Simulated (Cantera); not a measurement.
Feed: 1 mol ZrO₂, 0.76 mol H₂, 0.19 mol H₂O, equilibrated at 1950 K and 1.00 Torr.

Method: chemical equilibrium by Gibbs-energy minimisation in Cantera with the NASA 1993 tables (ideal gas, pure condensed phases). Candidate condensed phases: H₂O, Zr, ZrO₂; 12 gas species. Equilibrium is a limit: real reactors are often held back by kinetics, nucleation or transport.

Base state: H₂ 0.775, H₂O 0.197, H 0.0276, OH 0.000636, O 1.68e-5 (mole fractions); condensed: ZrO₂(tetragonal).

Question: What changes in the equilibrium state with this change: ZrO₂ replaced by CuO?

Answer: 
```tsv
species	before	after
Cu	0	0.476
H₂O	0.197	0.436
O₂	1.85e-6	0.0581
H₂	0.775	0.00971
OH	0.000636	0.0126
H	0.0276	0.00309
CuO	0	0.000471
Cu₂	0	0.000393
O	1.68e-5	0.00298
ZrO₂(tetragonal), mol	1.00	0
```
Further candidate phases: Cu, CuO, Cu(OH)₂, Cu₂O.

Question: What changes in the equilibrium state with this change: temperature from 1950 K to 1573 K?

Answer: 
```
species                  before     after
---------------------  --------  --------
H₂                        0.775     0.799
H₂O                       0.197     0.200
H                        0.0276  0.000995
O                       1.68e-5   9.41e-9
OH                     0.000636   8.99e-6
ZrO₂(tetragonal), mol      1.00      1.00
```

Question: What changes in the equilibrium state with this change: temperature from 1950 K to 1848.15 K?

Answer: 
```
species                  before     after
---------------------  --------  --------
H₂                        0.775     0.788
H₂O                       0.197     0.198
H                        0.0276    0.0129
O                       1.68e-5   2.99e-6
OH                     0.000636  0.000239
ZrO₂(tetragonal), mol      1.00      1.00
```
